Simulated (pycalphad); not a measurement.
All values are pycalphad results on the COST 507 light-alloy database (1999) (1 atm), not direct measurements. These are 1990s assessments: newer ones move some temperatures and phases. Diffusion is slow at the low end, where real alloys seldom reach equilibrium.

Molar enthalpy of Ti-0.43C (at.%) in equilibrium (SER reference):

| T (°C) | H (kJ/mol) | phases |
|---|---|---|
| 2577 | 111.39 | liquid |
| 2427 | 104.46 | liquid |
| 2277 | 97.53 | liquid |
| 2127 | 90.60 | liquid |
| 1977 | 83.67 | liquid |
| 1827 | 76.74 | liquid |
| 1727 | 72.12 | liquid |
| 1677 | 69.81 | liquid |
| 1627 | 53.49 | bcc |
| 1577 | 51.66 | bcc |
| 1527 | 49.86 | bcc |
| 1377 | 44.67 | bcc |
| 1227 | 39.76 | bcc |
| 1077 | 35.09 | bcc |
| 927 | 30.56 | bcc + fcc |
| 777 | 21.44 | hcp |
| 627 | 16.56 | hcp |
| 477 | 11.79 | hcp + fcc |
| 327 | 7.27 | hcp + fcc |

Cooling from 1677 °C to 1627 °C, across the freezing range, releases 16.3 kJ/mol, or 342 J/g. The slope is 46 J/(mol K) in the liquid and 37 J/(mol K) just below the solidus, where it includes any heat of precipitation. Liquidus 1666 °C, solidus 1666 °C. Changes were sought between steps of 50 K, so a narrower field can be missed.

The fcc model also describes the rock-salt carbide or nitride (TiC, TiN, HfC).
